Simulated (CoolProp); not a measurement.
Vapour-liquid equilibrium of R152A (1) + R227EA (2) at 0.635 MPa; x and y are mole fractions of (1).

Values from CoolProp's multi-fluid Helmholtz-energy mixture model, Outcalt 1996 and Lemmon 2016; pair parameters Bell 2016.

Problem. Give the bubble temperature and the first vapour's composition at x = 0.05, 0.2, 0.425. Is there an azeotrope?

Solution. x = 0.05: 309.3 K, y = 0.056; x = 0.2: 308.0 K, y = 0.234; x = 0.425: 305.5 K, y = 0.489. No azeotrope shows between x = 0.05 and 0.95.

Pair parameters are fitted to limited data, so mixtures are less certain than the pure fluids. The gap from Raoult's law changes sign with composition, which may be real or a fault of the pair parameters; it wasn't checked against measurements.
